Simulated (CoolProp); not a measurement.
n-hexane along the isotherm 519.6 K: density (kg/m³) from the reference equation and from simpler models built on Tc = 507.8 K, pc = 3.044 MPa, ω = 0.300; each cubic takes its own stable root.

Values from CoolProp's reference Helmholtz-energy equation of state, Thol 2019.

```
p (MPa)          phase  reference
-------  -------------  ---------
1.27               gas      29.76
2.54               gas      77.72
3.81     supercritical      293.9
5.07     supercritical      368.9
6.34     supercritical      396.1
7.61     supercritical      413.8
8.88     supercritical      427.2
10.1     supercritical      437.7
11.4     supercritical      447.2
12.7     supercritical      455.4
14       supercritical      462.7
15.2     supercritical      468.8
```

Task: How far does each simpler model (ideal gas, Redlich-Kwong, Soave-Redlich-Kwong, Peng-Robinson) lie from the reference over these 12 states: mean and median of the absolute difference, and the worst?

Result: 
- ideal gas: mean 50.7 %, median 51.6 %, worst -74.1 % at 519.6 K and 3.81 MPa
- Redlich-Kwong: mean 9.7 %, median 10.4 %, worst -15.5 % at 519.6 K and 5.07 MPa
- Soave-Redlich-Kwong: mean 11.0 %, median 11.1 %, worst -19.8 % at 519.6 K and 3.81 MPa
- Peng-Robinson: mean 3.6 %, median 1.8 %, worst -13.1 % at 519.6 K and 3.81 MPa
